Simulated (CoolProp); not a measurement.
Vapour pressure (bar) of R115: the reference equation beside estimates from Tc = 353.1 K, pc = 31.29 bar, ω = 0.248. Clausius-Clapeyron is anchored at 255.2 K with a constant enthalpy of vaporisation of 18.03 kJ/mol.

The numbers come from the reference Helmholtz-energy equation of state, Lemmon 2016 in CoolProp.

```json
[
 {"T (K)": "255.2", "reference": "2.396", "Clausius-Clapeyron": "2.396", "van der Waals": "7.369"},
 {"T (K)": "261.6", "reference": "3.010", "Clausius-Clapeyron": "2.950", "van der Waals": "8.327"},
 {"T (K)": "268", "reference": "3.736", "Clausius-Clapeyron": "3.596", "van der Waals": "9.361"},
 {"T (K)": "274.4", "reference": "4.585", "Clausius-Clapeyron": "4.343", "van der Waals": "10.47"},
 {"T (K)": "280.7", "reference": "5.555", "Clausius-Clapeyron": "5.186", "van der Waals": "11.65"},
 {"T (K)": "287.1", "reference": "6.688", "Clausius-Clapeyron": "6.160", "van der Waals": "12.92"},
 {"T (K)": "293.5", "reference": "7.984", "Clausius-Clapeyron": "7.263", "van der Waals": "14.28"},
 {"T (K)": "299.9", "reference": "9.457", "Clausius-Clapeyron": "8.504", "van der Waals": "15.73"},
 {"T (K)": "306.3", "reference": "11.12", "Clausius-Clapeyron": "9.891", "van der Waals": "17.27"},
 {"T (K)": "312.6", "reference": "12.97", "Clausius-Clapeyron": "11.41", "van der Waals": "18.86"}
]
```

Absolute difference from the reference over all 10 rows, mean and median: Clausius-Clapeyron 6.8 and 7.3 %, van der Waals 111.2 and 101.5 %.
